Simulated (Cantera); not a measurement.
# Silicon epitaxy and polysilicon growth: SiH₄ + H₂

Charge: 1 mol SiH₄, 49 mol H₂, at 1 atm.

Method: chemical equilibrium by Gibbs-energy minimisation in Cantera with the NASA 1993 tables (ideal gas, pure condensed phases). Candidate condensed phases: Si; 9 gas species. Gases not in the tables: Si₂H₆ and higher silanes. Equilibrium is a limit: real reactors are often held back by kinetics, nucleation or transport.

```tsv
T (K)	x H₂	x H	x SiH₂	x SiH	x Si	x SiH₄	x SiH₃	x Si₂	n Si(s)	n Si(l)
1148	1.000	7.12e-8	3.97e-9	3.85e-12	<1e-12	5.94e-7	1.03e-10	<1e-12	1.000	0
1198	1.000	1.89e-7	1.14e-8	1.94e-11	1.27e-12	6.56e-7	2.48e-10	<1e-12	1.000	0
1248	1.000	4.64e-7	3.02e-8	8.60e-11	7.65e-12	7.18e-7	5.53e-10	<1e-12	1.000	0
1298	1.000	1.06e-6	7.39e-8	3.39e-10	4.01e-11	7.82e-7	1.16e-9	<1e-12	1.000	0
1348	1.000	2.30e-6	1.69e-7	1.20e-9	1.86e-10	8.45e-7	2.30e-9	<1e-12	1.000	0
1398	1.000	4.70e-6	3.66e-7	3.90e-9	7.69e-10	9.09e-7	4.34e-9	<1e-12	1.000	0
1448	1.000	9.16e-6	7.48e-7	1.16e-8	2.89e-9	9.73e-7	7.84e-9	2.51e-12	1.000	0
1498	1.000	1.71e-5	1.46e-6	3.23e-8	9.90e-9	1.04e-6	1.36e-8	1.25e-11	1.000	0
1548	1.000	3.06e-5	2.73e-6	8.36e-8	3.14e-8	1.10e-6	2.28e-8	5.59e-11	1.000	0
1598	1.000	5.29e-5	4.89e-6	2.04e-7	9.23e-8	1.17e-6	3.69e-8	2.27e-10	1.000	0
1648	1.000	8.85e-5	8.47e-6	4.71e-7	2.54e-7	1.23e-6	5.81e-8	8.47e-10	0.999	0
1698	1.000	0.000144	1.40e-5	1.02e-6	6.48e-7	1.27e-6	8.75e-8	2.82e-9	0	0.999
1748	1.000	0.000227	2.05e-5	1.92e-6	1.44e-6	1.20e-6	1.18e-7	7.38e-9	0	0.999
```
x: gas mole fraction; n: condensed amount in mol.

From 1148 K to 1648 K the condensed part is Si(s). From 1698 K to 1748 K the condensed part is Si(l). The main Si-bearing gas is SiH₄ at 1148 K and SiH₂ at 1748 K.
